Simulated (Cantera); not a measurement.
## SiH4 + CO2 + N2 (silicon oxide and oxynitride deposition)

Charge: 1 mol SiH4, 0.22 mol CO2, 3.3 mol N2, equilibrated at 10000 Pa.

Cantera equilibrium calculation (NASA polynomials, part measured and part estimated; ideal gas, pure solids and liquids). Candidate condensed phases: C, C6H6, C7H8, C8H18, H2O, Si, SiC, SiO2, Si2N2O, Si3N4; 151 gas species. N2 is the only nitrogen source here; it is nearly inert below about 1500 K, so the nitride shown seldom forms there in practice. Mutual solubility and eutectic melting of coexisting phases are not modelled. Gases not in the tables: Si2H6 and higher silanes. Kinetics and transport are ignored.

```tsv
T (K)	log p N2	log p H2	log p SiO	log p CO	log p CH4	log p H	n C(graphite)	n Si2N2O(s)	n Si3N4(s)	n SiC(s)
998	-1.23	-1.38	<-13	-10.23	-3.77	-9.36	0.212	0.440	0.0400	0
1073	-1.24	-1.38	<-13	-9.02	-4.10	-8.54	0.216	0.440	0.0400	0
1148	-1.24	-1.38	<-13	-7.97	-4.38	-7.83	0.218	0.440	0.0400	0
1223	-1.24	-1.38	-11.67	-7.05	-4.63	-7.21	0.219	0.440	0.0400	0
1298	-1.24	-1.38	-10.23	-6.24	-4.86	-6.66	0.219	0.440	0.0400	0
1373	-1.24	-1.38	-8.96	-5.52	-5.06	-6.17	0.218	0.440	0.0401	0
1448	-1.24	-1.38	-7.81	-4.87	-5.23	-5.72	0.217	0.439	0.0404	0
1523	-1.23	-1.39	-6.62	-3.96	-5.41	-5.33	0.0806	0.435	0	0.131
1598	-1.23	-1.39	-5.52	-3.19	-5.67	-4.97	0	0.408	0	0.184
1673	-1.23	-1.39	-4.76	-3.19	-6.13	-4.64	0	0.407	0	0.185
1748	-1.23	-1.39	-4.06	-3.20	-6.55	-4.34	0	0.405	0	0.187
1823	-1.23	-1.39	-3.44	-3.27	-6.96	-4.06	0	0.395	0	0.191
1898	-1.23	-1.40	-2.90	-3.41	-7.37	-3.81	0	0.358	0.00704	0.199
```
log p: log10 of the partial pressure in bar; n: condensed amount in mol.

From 998 K to 1448 K the condensed part is C(graphite) + Si2N2O(s) + Si3N4(s). At 1523 K the condensed part is C(graphite) + SiC(s) + Si2N2O(s). From 1598 K to 1823 K the condensed part is SiC(s) + Si2N2O(s). At 1898 K the condensed part is SiC(s) + Si2N2O(s) + Si3N4(s).
